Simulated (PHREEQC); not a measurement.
PHREEQC input (ion-association model, phreeqc.dat):

```
SOLUTION 0
  temp 15
  units mmol/kgw
  pH 7 charge
  Cl 3.51
  K 3.5
  O(0) 1 O2(g) -0.68
SOLUTION 1-30
  temp 15
  units mmol/kgw
  pH 7 charge
  Cl 42.01
  Ca 21
  O(0) 1 O2(g) -0.68
END
EXCHANGE 1-30
  X 0.0025
  -equilibrate 1
END
SELECTED_OUTPUT 1
  -reset false
  -pH true
  -pe true
  -ionic_strength true
  -water true
  -step true
  -totals Ca Cl K
  -molalities KX CaX2
  -saturation_indices Sylvite
PRINT
  -reset false
TRANSPORT
  -cells 30
  -shifts 120
  -lengths 0.00333333
  -time_step 720
  -dispersivities 0.0035
  -boundary_conditions flux flux
  -correct_disp true
  -punch_cells 30
  -punch_frequency 4
END
```

Selected output (columns that matter, 23 of 31 rows; pore volumes added in front):

```
pore volumes	pH	mu	Ca	Cl	K	m_KX	m_CaX2	si_Sylvite
0	5.0724	0.06301	0.021	0.04201	0	0	0.00125	-1000
0.15	5.0724	0.06301	0.021	0.04201	0	0	0.00125	-1000
0.4167	5.0724	0.062984	0.020991	0.041993	9.0137e-07	3.4662e-08	0.00125	-8.4631
0.55	5.0721	0.062103	0.020686	0.041418	3.5834e-05	1.3877e-06	0.0012493	-6.8686
0.6833	5.0705	0.057374	0.019042	0.038332	0.00023893	9.6283e-06	0.0012452	-6.0725
0.95	5.0604	0.034852	0.011198	0.023654	0.0012469	6.4792e-05	0.0012176	-5.5313
1.0833	5.053	0.023569	0.0072734	0.016296	0.0017389	0.00011105	0.0011945	-5.5259
1.35	5.0389	0.0101	0.0026038	0.0074962	0.0022786	0.00023672	0.0011316	-5.7058
1.4833	5.0339	0.007105	0.0015652	0.0055398	0.0023995	0.00031585	0.0010921	-5.8015
1.6167	5.0305	0.0054977	0.00099848	0.0044992	0.0024922	0.00040251	0.0010487	-5.8669
1.8833	5.0274	0.0042396	0.00051642	0.0037232	0.0026803	0.00057642	0.00096179	-5.9098
2.0167	5.0268	0.0040158	0.00041037	0.0036054	0.0027747	0.00065549	0.00092225	-5.9072
2.15	5.0264	0.0038924	0.00034043	0.0035519	0.0028611	0.00072747	0.00088627	-5.8996
2.4167	5.0261	0.0037717	0.00025395	0.0035178	0.0029999	0.00085164	0.00082418	-5.8823
2.55	5.026	0.0037384	0.00022515	0.0035133	0.003053	0.00090535	0.00079732	-5.875
2.6833	5.0259	0.0037134	0.00020206	0.0035114	0.0030973	0.00095449	0.00077275	-5.8688
2.95	5.0258	0.0036775	0.0001673	0.0035102	0.0031656	0.0010415	0.00072924	-5.8592
3.0833	5.0258	0.003664	0.00015389	0.0035101	0.0031923	0.0010804	0.00070979	-5.8555
3.35	5.0257	0.0036424	0.00013239	0.00351	0.0032352	0.0011508	0.00067458	-5.8496
3.4833	5.0257	0.0036336	0.00012364	0.00351	0.0032527	0.0011829	0.00065853	-5.8472
3.6167	5.0256	0.0036259	0.00011592	0.00351	0.0032682	0.0012133	0.00064335	-5.8451
3.8833	5.0256	0.0036129	0.00010289	0.00351	0.0032942	0.0012694	0.00061528	-5.8415
4.0167	5.0256	0.0036074	9.7349e-05	0.00351	0.0033053	0.0012955	0.00060224	-5.84
```
